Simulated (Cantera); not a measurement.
A Cantera script and its output.

```python
import numpy as np
import cantera as ct

gas = ct.Solution("gri30.yaml")
gas.TPX = 898, 13332, {'CO': 0.028, 'O2': 0.026, 'H2O': 0.061, 'N2': 1}
reactor = ct.IdealGasConstPressureReactor(gas, energy="off", clone=False)
net = ct.ReactorNet([reactor])
net.rtol, net.atol = 1e-08, 1e-18
show = ['CO', 'O2', 'H2O', 'O', 'H2O2']
times = np.geomspace(5e-05, 10, 13)

steps = ct.SolutionArray(gas, extra=["t"])
rows = []
print(f"{'t/s':>10s}{'T/K':>9s}{'P/Pa':>11s}" + "".join(f"{s:>11s}" for s in show))
for t in times:
    while net.time < t:
        t_next = net.step()
        steps.append(gas.state, t=t_next)
    rows.append([np.interp(t, steps.t, y) for y in (steps.T, steps.P, *steps(*show).X.T)])
    print(f"{t:10.3e}{rows[-1][0]:9.1f}{rows[-1][1]:11.4g}" + "".join(f"{x:11.3e}" for x in rows[-1][2:]))
rate = np.gradient(steps.T, steps.t)
print("integrator steps:", len(steps.t))
if steps.T.max() > steps.T[0] + 200:
    print(f"time of steepest temperature rise: {steps.t[rate.argmax()]:.4e} s")
gas.TPX = 898, 13332, {'CO': 0.028, 'O2': 0.026, 'H2O': 0.061, 'N2': 1}
gas.equilibrate("TP")
print(f"equilibrium (TP): T = {gas.T:.1f} K  " + "  ".join(f"{s} {gas[s].X[0]:.3e}" for s in show))
```

Output:

```
       t/s      T/K       P/Pa         CO         O2        H2O          O       H2O2
 5.000e-05    898.0  1.333e+04  2.511e-02  2.332e-02  5.471e-02  3.034e-13  2.103e-23
 1.383e-04    898.0  1.333e+04  2.511e-02  2.332e-02  5.471e-02  8.353e-13  1.706e-22
 3.824e-04    898.0  1.333e+04  2.511e-02  2.332e-02  5.471e-02  2.284e-12  2.355e-21
 1.057e-03    898.0  1.333e+04  2.511e-02  2.332e-02  5.471e-02  6.190e-12  1.033e-19
 2.924e-03    898.0  1.333e+04  2.511e-02  2.332e-02  5.471e-02  1.725e-11  5.494e-18
 8.086e-03    898.0  1.333e+04  2.511e-02  2.332e-02  5.471e-02  5.842e-11  2.348e-16
 2.236e-02    898.0  1.333e+04  2.511e-02  2.332e-02  5.471e-02  3.899e-10  1.073e-14
 6.184e-02    898.0  1.333e+04  2.511e-02  2.332e-02  5.471e-02  2.899e-08  1.324e-11
 1.710e-01    898.0  1.333e+04  2.073e-02  2.127e-02  5.444e-02  1.101e-04  4.844e-08
 4.729e-01    898.0  1.333e+04  3.986e-03  1.295e-02  5.509e-02  2.390e-05  7.195e-08
 1.308e+00    898.0  1.333e+04  5.385e-04  1.118e-02  5.536e-02  2.430e-06  9.648e-08
 3.616e+00    898.0  1.333e+04  8.482e-05  1.094e-02  5.540e-02  2.322e-07  3.914e-08
 1.000e+01    898.0  1.333e+04  1.163e-05  1.090e-02  5.540e-02  2.316e-08  6.354e-09
integrator steps: 1339
equilibrium (TP): T = 898.0 K  CO 8.584e-13  O2 1.090e-02  H2O 5.540e-02  O 1.437e-12  H2O2 1.393e-12
```

Cantera simulation using GRI-Mech 3.0 (53 species, 325 reactions); the numbers are that mechanism's predictions, not measurements.
